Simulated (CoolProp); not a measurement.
A Linde-Hampson liquefier for CF4 (R14): isothermal reversible compression at 320 K from 1 atm to 40 MPa, throttling to 1 atm, return gas leaving the recuperator 5 K below the feed. Each further row changes one setting.

Model: reference Helmholtz-energy equation of state, Platzer 1990, in CoolProp. This equation is an older, rougher fit; its heat capacities, sound speeds and derivatives of the liquid may be far off and weren't checked against measurements.

```
case                        liquid yield per pass  compression work (kJ/kg of gas)
--------------------------  ---------------------  -------------------------------
as stated                              (withheld)                              169
warm-end temperature 350 K             (withheld)                       (withheld)
warm-end gap 10 K                      (withheld)                              169
```

Question: Complete the blanks.

Answer: 
- as stated, liquid yield per pass: 0.242
- warm-end temperature 350 K, liquid yield per pass: 0.191
- warm-end temperature 350 K, compression work (kJ/kg of gas): 190
- warm-end gap 10 K, liquid yield per pass: 0.230
